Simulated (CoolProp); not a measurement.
Vapour-liquid equilibrium of propane (1) + n-pentane (2) at 71.1 kPa; x and y are mole fractions of (1).

Computed with CoolProp (multi-fluid Helmholtz-energy mixture model, Lemmon 2009 and Thol 2019; pair parameters Kunz 2012).

```csv
x,bubble temperature (K),y at the bubble point,dew temperature at overall composition x (K),liquid density (mol/L)
0.05,282.4,0.501,297.9,8.902
0.2,…,0.878,293.5,9.597
0.35,243.6,0.947,288.5,10.22
0.5,236.6,0.972,282.4,…
0.65,231.6,0.985,274.8,11.61
0.8,227.7,0.993,…,…
0.95,224.4,0.998,242.9,13.13
```

What belongs in the gaps?


- 0.2, bubble temperature (K): 255.6
- 0.5, liquid density (mol/L): 10.88
- 0.8, dew temperature at overall composition x (K): 264.0
- 0.8, liquid density (mol/L): 12.37

No azeotrope shows between x = 0.05 and 0.95.

The pair parameters rest on a limited set of measurements; away from them the model extrapolates.
